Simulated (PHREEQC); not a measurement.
Synthetic water in mmol/kgw, 55 °C, pH 8.12, pe -0.2:

```
constituent           mmol/kgw
--------------------  --------
Na                         190
K                         12.5
Ca                       0.698
Mg                        28.9
Cl                         249
S(6)                      5.74
Alkalinity (meq/kgw)     0.424
B                        0.197
```

Valence states are taken as typed.

The numbers come from PHREEQC with the ion-association model, phreeqc.dat.

No solid was allowed to form.

Problem. What activity of water, density, specific conductance does the model give?

Solution. activity of water 0.992; density 0.996 g/cm³; specific conductance 42300 µS/cm.

Problem. In which forms is C present?

Solution. HCO3- 73 %, MgHCO3+ 8.8 %, NaCO3- 6.6 %, MgCO3 5.4 %, NaHCO3 3.2 %, CO3-2 1.8 % of the C.

Constants without temperature data keep their 25 °C values here.
